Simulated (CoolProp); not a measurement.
Values from CoolProp's reference Helmholtz-energy equation of state, Lemmon 2005. It is a short technical equation, of lower accuracy than the large ones.

### Question
Give the vapour pressure (MPa), vapour Z, surface tension (mN/m) of saturated cis-2-butene at 272.1 K.

### Answer
```
T (K)  p (MPa)  vapour Z  surface tension (mN/m)
-----  -------  --------  ----------------------
272.1   0.0841     0.964                    17.4
```

Surface tension comes from a separate correlation (Mulero 2014).
